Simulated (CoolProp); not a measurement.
Properties of C3F8 (R218) along the isobar 5.67 MPa.

Model: reference Helmholtz-energy equation of state, Lemmon 2006, in CoolProp. It is a short technical equation, of lower accuracy than the large ones.

```json
[
 {"T (°C)": "-18.45", "phase": "liquid", "Z": "0.3208", "cv (kJ/(kg K))": "0.7167", "speed of sound (m/s)": "513.4", "Joule-Thomson coefficient (K/MPa)": "-0.2469", "viscosity (µPa s)": "368"},
 {"T (°C)": "-5.15", "phase": "liquid", "Z": "0.3153", "cv (kJ/(kg K))": "0.7388", "speed of sound (m/s)": "465.5", "Joule-Thomson coefficient (K/MPa)": "-0.1918", "viscosity (µPa s)": "304"},
 {"T (°C)": "8.05", "phase": "liquid", "Z": "0.3115", "cv (kJ/(kg K))": "0.7605", "speed of sound (m/s)": "419.2", "Joule-Thomson coefficient (K/MPa)": "-0.1229", "viscosity (µPa s)": "254"},
 {"T (°C)": "21.25", "phase": "liquid", "Z": "0.3098", "cv (kJ/(kg K))": "0.7820", "speed of sound (m/s)": "373.8", "Joule-Thomson coefficient (K/MPa)": "-0.03325", "viscosity (µPa s)": "213"},
 {"T (°C)": "34.55", "phase": "liquid", "Z": "0.3103", "cv (kJ/(kg K))": "0.8037", "speed of sound (m/s)": "328.9", "Joule-Thomson coefficient (K/MPa)": "0.08923", "viscosity (µPa s)": "178"},
 {"T (°C)": "47.75", "phase": "liquid", "Z": "0.3136", "cv (kJ/(kg K))": "0.8253", "speed of sound (m/s)": "284.9", "Joule-Thomson coefficient (K/MPa)": "0.2622", "viscosity (µPa s)": "149"},
 {"T (°C)": "60.95", "phase": "liquid", "Z": "0.3208", "cv (kJ/(kg K))": "0.8474", "speed of sound (m/s)": "241.6", "Joule-Thomson coefficient (K/MPa)": "0.5232", "viscosity (µPa s)": "123"},
 {"T (°C)": "74.25", "phase": "supercritical", "Z": "0.3341", "cv (kJ/(kg K))": "0.8704", "speed of sound (m/s)": "198.8", "Joule-Thomson coefficient (K/MPa)": "0.9508", "viscosity (µPa s)": "100"},
 {"T (°C)": "87.45", "phase": "supercritical", "Z": "0.3574", "cv (kJ/(kg K))": "0.8942", "speed of sound (m/s)": "158.7", "Joule-Thomson coefficient (K/MPa)": "1.689", "viscosity (µPa s)": "79.2"},
 {"T (°C)": "100.65", "phase": "supercritical", "Z": "0.3988", "cv (kJ/(kg K))": "0.9177", "speed of sound (m/s)": "125.6", "Joule-Thomson coefficient (K/MPa)": "2.935", "viscosity (µPa s)": "60.5"},
 {"T (°C)": "113.95", "phase": "supercritical", "Z": "0.4658", "cv (kJ/(kg K))": "0.9350", "speed of sound (m/s)": "107.2", "Joule-Thomson coefficient (K/MPa)": "4.394", "viscosity (µPa s)": "45.8"},
 {"T (°C)": "127.15", "phase": "supercritical", "Z": "0.5442", "cv (kJ/(kg K))": "0.9423", "speed of sound (m/s)": "104.1", "Joule-Thomson coefficient (K/MPa)": "5.036", "viscosity (µPa s)": "37.2"},
 {"T (°C)": "140.35", "phase": "supercritical", "Z": "0.6144", "cv (kJ/(kg K))": "0.9468", "speed of sound (m/s)": "107.6", "Joule-Thomson coefficient (K/MPa)": "4.919", "viscosity (µPa s)": "32.8"},
 {"T (°C)": "153.65", "phase": "supercritical", "Z": "0.6728", "cv (kJ/(kg K))": "0.9525", "speed of sound (m/s)": "112.8", "Joule-Thomson coefficient (K/MPa)": "4.556", "viscosity (µPa s)": "30.3"},
 {"T (°C)": "166.85", "phase": "supercritical", "Z": "0.7204", "cv (kJ/(kg K))": "0.9595", "speed of sound (m/s)": "118.2", "Joule-Thomson coefficient (K/MPa)": "4.163", "viscosity (µPa s)": "28.9"}
]
```

Viscosity comes from a separate model (Huber 2003), an estimate that may be off by 10 % or more.
